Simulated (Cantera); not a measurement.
A closed system holds: 1 mol borazine, 0.079 mol O2, equilibrated at 1150 °C and 10000 Pa.

Method: chemical equilibrium by Gibbs-energy minimisation in Cantera with the NASA 1993 tables (ideal gas, pure condensed phases). The feed counts by its element totals alone. Mutual solubility and eutectic melting of coexisting phases are not modelled. Rates play no part.

```json
[
 {"species": "H2", "before": "0.981", "after": "0.690"},
 {"species": "N2", "before": "0.0168", "after": "0.307"},
 {"species": "H2O", "before": "0.000939", "after": "0.00174"},
 {"species": "HBO2", "before": "0.00114", "after": "0.00156"},
 {"species": "HBO", "before": "0.000394", "after": "0.000204"},
 {"species": "H", "before": "2.08e-5", "after": "1.75e-5"},
 {"species": "B2O3", "before": "4.12e-5", "after": "4.12e-5"},
 {"species": "BN(s), mol", "before": "2.90", "after": "0.340"},
 {"species": "B2O3(l), mol", "before": "0.0488", "after": "1.33"}
]
```
Gas species are given as mole fractions.

Q: What was changed between the two runs?
A. O2 from 0.079 to 5.7 mol
B. temperature from 1150 °C to 1427 °C
C. O2 from 0.079 to 9.6 mol
D. O2 from 0.079 to 2 mol

A: D, O2 from 0.079 to 2 mol. Gases not in the tables: H3BO3
